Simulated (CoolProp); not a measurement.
Vapour-liquid equilibrium of R125 (1) + R152A (2) at 2.05 bar; x and y are mole fractions of (1).

Model: multi-fluid Helmholtz-energy mixture model, Lemmon 2005 and Outcalt 1996; pair parameters Bell 2016, in CoolProp.

| x | bubble temperature (K) | y at the bubble point | dew temperature at overall composition x (K) | liquid density (mol/L) |
|---|---|---|---|---|
| 0.05 | 264.2 | 0.119 | 265.4 | 14.62 |
| 0.125 | 261.4 | 0.265 | 264.1 | 14.42 |
| 0.2 | 258.9 | 0.384 | 262.6 | 14.22 |
| 0.275 | 256.7 | 0.484 | 261.2 | 14.01 |
| 0.35 | 254.7 | 0.571 | 259.6 | 13.81 |
| 0.425 | 252.8 | 0.646 | 258.0 | 13.61 |
| 0.5 | 251.0 | 0.714 | 256.4 | 13.41 |
| 0.575 | 249.3 | 0.774 | 254.6 | 13.22 |
| 0.65 | 247.6 | 0.828 | 252.7 | 13.02 |
| 0.725 | 246.0 | 0.875 | 250.7 | 12.83 |
| 0.8 | 244.4 | 0.917 | 248.5 | 12.64 |
| 0.875 | 242.9 | 0.953 | 246.0 | 12.45 |
| 0.95 | 241.5 | 0.983 | 243.0 | 12.26 |

No azeotrope shows between x = 0.05 and 0.95.

Pair parameters are fitted to limited data, so mixtures are less certain than the pure fluids.
